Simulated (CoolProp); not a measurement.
Vapour-liquid equilibrium of C3F8 (R218) (1) + c-C4F8 (RC318) (2) at 263.3 K; x and y are mole fractions of (1).

The numbers come from the multi-fluid Helmholtz-energy mixture model, Lemmon 2006 and Platzer 1990; pair parameters Bell 2016 in CoolProp. This equation is an older, rougher fit; its heat capacities, sound speeds and derivatives of the liquid may be far off and weren't checked against measurements.

```tsv
x	bubble pressure (kPa)	y at the bubble point	dew pressure at overall composition x (kPa)	liquid density (mol/L)
0.05	88.96	0.082	87.76	8.158
0.15	97.83	0.262	91.89	8.181
0.25	111.1	0.441	97.11	8.195
0.35	128.8	0.596	103.7	8.201
0.45	150.2	0.718	112.0	8.197
0.55	174.6	0.810	122.8	8.184
0.65	201.0	0.878	137.2	8.160
0.75	228.4	0.927	157.6	8.125
0.85	256.1	0.962	189.0	8.076
0.95	283.5	0.989	245.6	8.014
```

No azeotrope shows between x = 0.05 and 0.95.

The pair parameters rest on a limited set of measurements; away from them the model extrapolates.
